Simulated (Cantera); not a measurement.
## Oxide etching and cleaning by halides: MgO + Cl2 + N2

A closed system holds: 1 mol MgO, 5.1 mol Cl2, a varied amount of N2, at 1798 K and 46.0 Pa.

Equilibrium computed with Cantera from the NASA thermochemical tables; the gas is ideal and each condensed phase is pure. Candidate condensed phases: Mg, MgCl2, MgO; 18 gas species. Kinetics and transport are ignored.

```json
[
 {"n(N2) (mol)": "0.8", "x Cl": "0.777", "x N2": "0.0761", "x MgCl2": "0.0954", "x O2": "0.0468", "x Cl2": "0.00283", "x O": "0.00120", "x NO": "0.000605"},
 {"n(N2) (mol)": "1.2", "x Cl": "0.749", "x N2": "0.110", "x MgCl2": "0.0919", "x O2": "0.0450", "x Cl2": "0.00263", "x O": "0.00118", "x NO": "0.000714"},
 {"n(N2) (mol)": "1.8", "x Cl": "0.710", "x N2": "0.156", "x MgCl2": "0.0871", "x O2": "0.0425", "x Cl2": "0.00236", "x O": "0.00115", "x NO": "0.000828"},
 {"n(N2) (mol)": "2.8", "x Cl": "0.653", "x N2": "0.224", "x MgCl2": "0.0801", "x O2": "0.0390", "x Cl2": "0.00200", "x O": "0.00110", "x NO": "0.000948"},
 {"n(N2) (mol)": "4.2", "x Cl": "0.587", "x N2": "0.302", "x MgCl2": "0.0720", "x O2": "0.0349", "x Cl2": "0.00162", "x O": "0.00104", "x NO": "0.00104"},
 {"n(N2) (mol)": "6.3", "x Cl": "0.510", "x N2": "0.393", "x MgCl2": "0.0625", "x O2": "0.0302", "x Cl2": "0.00122", "x O": "0.000968", "x NO": "0.00111"},
 {"n(N2) (mol)": "9.4", "x Cl": "0.428", "x N2": "0.492", "x MgCl2": "0.0524", "x O2": "0.0252", "x Cl2": "0.000859", "x O": "0.000883", "x NO": "0.00113"},
 {"n(N2) (mol)": "14", "x Cl": "0.345", "x N2": "0.590", "x MgCl2": "0.0422", "x O2": "0.0201", "x Cl2": "0.000559", "x O": "0.000790", "x NO": "0.00111"},
 {"n(N2) (mol)": "22", "x Cl": "0.258", "x N2": "0.693", "x MgCl2": "0.0315", "x O2": "0.0149", "x Cl2": "0.000313", "x O": "0.000680", "x NO": "0.00103"},
 {"n(N2) (mol)": "32", "x Cl": "0.196", "x N2": "0.767", "x MgCl2": "0.0240", "x O2": "0.0112", "x Cl2": "0.000181", "x O": "0.000590", "x NO": "0.000941"}
]
```
x: gas mole fraction; nothing condenses.

From 0.8 mol N2 to 32 mol N2 nothing is condensed. The main Mg-bearing gas is MgCl2 throughout.
